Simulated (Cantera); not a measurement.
What does this Cantera script print?

```python
import numpy as np
import cantera as ct

gas = ct.Solution("gri30.yaml")
gas.TPX = 1250, 1400, {'N2O': 1, 'O2': 0.55}
reactor = ct.IdealGasConstPressureReactor(gas, energy="off", clone=False)
net = ct.ReactorNet([reactor])
net.rtol, net.atol = 1e-08, 1e-18
show = ['N2O', 'O2', 'N2', 'NO', 'NO2', 'O']
times = np.geomspace(5e-05, 8, 11)

steps = ct.SolutionArray(gas, extra=["t"])
rows = []
print(f"{'t/s':>10s}{'T/K':>9s}{'P/Pa':>11s}" + "".join(f"{s:>11s}" for s in show))
for t in times:
    while net.time < t:
        t_next = net.step()
        steps.append(gas.state, t=t_next)
    rows.append([np.interp(t, steps.t, y) for y in (steps.T, steps.P, *steps(*show).X.T)])
    print(f"{t:10.3e}{rows[-1][0]:9.1f}{rows[-1][1]:11.4g}" + "".join(f"{x:11.3e}" for x in rows[-1][2:]))
rate = np.gradient(steps.T, steps.t)
print("integrator steps:", len(steps.t))
if steps.T.max() > steps.T[0] + 200:
    print(f"time of steepest temperature rise: {steps.t[rate.argmax()]:.4e} s")
gas.TPX = 1250, 1400, {'N2O': 1, 'O2': 0.55}
gas.equilibrate("TP")
print(f"equilibrium (TP): T = {gas.T:.1f} K  " + "  ".join(f"{s} {gas[s].X[0]:.3e}" for s in show))
```

Output:

```
       t/s      T/K       P/Pa        N2O         O2         N2         NO        NO2          O
 5.000e-05   1250.0       1400  6.452e-01  3.548e-01  3.592e-07  3.803e-09  2.814e-17  3.309e-07
 1.657e-04   1250.0       1400  6.452e-01  3.548e-01  1.282e-06  3.899e-08  1.061e-15  9.920e-07
 5.493e-04   1250.0       1400  6.452e-01  3.548e-01  5.010e-06  3.485e-07  3.979e-14  2.418e-06
 1.821e-03   1250.0       1400  6.451e-01  3.548e-01  2.036e-05  2.239e-06  1.143e-12  3.711e-06
 6.034e-03   1250.0       1400  6.451e-01  3.549e-01  7.487e-05  9.548e-06  1.929e-11  3.858e-06
 2.000e-02   1250.0       1400  6.448e-01  3.549e-01  2.559e-04  3.389e-05  2.394e-10  3.858e-06
 6.629e-02   1250.0       1400  6.440e-01  3.551e-01  8.552e-04  1.145e-04  2.651e-09  3.858e-06
 2.197e-01   1250.0       1400  6.412e-01  3.556e-01  2.835e-03  3.806e-04  2.636e-08  3.858e-06
 7.282e-01   1250.0       1400  6.320e-01  3.574e-01  9.320e-03  1.252e-03  2.094e-07  3.858e-06
 2.414e+00   1250.0       1400  6.028e-01  3.632e-01  3.001e-02  4.033e-03  1.096e-06  3.857e-06
 8.000e+00   1250.0       1400  5.172e-01  3.800e-01  9.069e-02  1.219e-02  3.936e-06  3.853e-06
integrator steps: 459
equilibrium (TP): T = 1250.0 K  N2O 2.207e-09  O2 5.120e-01  N2 4.876e-01  NO 3.485e-04  NO2 8.610e-07  O 4.213e-07
```

Computed with Cantera and GRI-Mech 3.0 (53 species, 325 reactions). GRI-Mech 3.0 was tuned for natural gas; its chemistry of N2O as a main component is partial and can be far from experiment. Radical loss at walls, strong at low pressure, is not modelled. The mechanism lacks the step 2 NO + O2 → 2 NO2, which can matter for NO2 below about 1400 K. The temperature is held fixed by assumption; the heat of reaction is taken as removed at once.
